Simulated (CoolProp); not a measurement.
Properties of R1234yf along the isobar 0.311 MPa (Tc = 367.8 K, pc = 3.384 MPa, ω = 0.276).

Computed with CoolProp (reference Helmholtz-energy equation of state, Lemmon 2022).

```json
[
 {"T (K)": "210.2", "phase": "liquid", "density (kg/m³)": "1353", "Joule-Thomson coefficient (K/MPa)": "-0.3856", "isothermal compressibility (1/MPa)": "0.001529", "conductivity (mW/(m K))": "94.0", "fugacity coefficient": "0.05657"},
 {"T (K)": "228.4", "phase": "liquid", "density (kg/m³)": "1306", "Joule-Thomson coefficient (K/MPa)": "-0.3440", "isothermal compressibility (1/MPa)": "0.001952", "conductivity (mW/(m K))": "87.2", "fugacity coefficient": "0.1554"},
 {"T (K)": "246.5", "phase": "liquid", "density (kg/m³)": "1256", "Joule-Thomson coefficient (K/MPa)": "-0.2891", "isothermal compressibility (1/MPa)": "0.002555", "conductivity (mW/(m K))": "80.7", "fugacity coefficient": "0.3537"},
 {"T (K)": "264.7", "phase": "liquid", "density (kg/m³)": "1202", "Joule-Thomson coefficient (K/MPa)": "-0.2138", "isothermal compressibility (1/MPa)": "0.003472", "conductivity (mW/(m K))": "74.3", "fugacity coefficient": "0.7001"},
 {"T (K)": "282.9", "phase": "gas", "density (kg/m³)": "16.50", "Joule-Thomson coefficient (K/MPa)": "23.69", "isothermal compressibility (1/MPa)": "3.547", "conductivity (mW/(m K))": "12.5", "fugacity coefficient": "0.9207"},
 {"T (K)": "301", "phase": "gas", "density (kg/m³)": "15.21", "Joule-Thomson coefficient (K/MPa)": "18.92", "isothermal compressibility (1/MPa)": "3.466", "conductivity (mW/(m K))": "14.0", "fugacity coefficient": "0.9360"},
 {"T (K)": "319.2", "phase": "gas", "density (kg/m³)": "14.14", "Joule-Thomson coefficient (K/MPa)": "15.45", "isothermal compressibility (1/MPa)": "3.412", "conductivity (mW/(m K))": "15.6", "fugacity coefficient": "0.9477"},
 {"T (K)": "337.4", "phase": "gas", "density (kg/m³)": "13.24", "Joule-Thomson coefficient (K/MPa)": "12.88", "isothermal compressibility (1/MPa)": "3.373", "conductivity (mW/(m K))": "17.2", "fugacity coefficient": "0.9567"},
 {"T (K)": "355.5", "phase": "gas", "density (kg/m³)": "12.46", "Joule-Thomson coefficient (K/MPa)": "10.93", "isothermal compressibility (1/MPa)": "3.344", "conductivity (mW/(m K))": "18.7", "fugacity coefficient": "0.9638"},
 {"T (K)": "373.7", "phase": "gas", "density (kg/m³)": "11.78", "Joule-Thomson coefficient (K/MPa)": "9.400", "isothermal compressibility (1/MPa)": "3.321", "conductivity (mW/(m K))": "20.3", "fugacity coefficient": "0.9695"},
 {"T (K)": "391.8", "phase": "gas", "density (kg/m³)": "11.18", "Joule-Thomson coefficient (K/MPa)": "8.188", "isothermal compressibility (1/MPa)": "3.304", "conductivity (mW/(m K))": "21.8", "fugacity coefficient": "0.9742"},
 {"T (K)": "410", "phase": "gas", "density (kg/m³)": "10.64", "Joule-Thomson coefficient (K/MPa)": "7.201", "isothermal compressibility (1/MPa)": "3.290", "conductivity (mW/(m K))": "23.4", "fugacity coefficient": "0.9780"}
]
```

Thermal conductivity comes from a separate model (Perkins 2011).
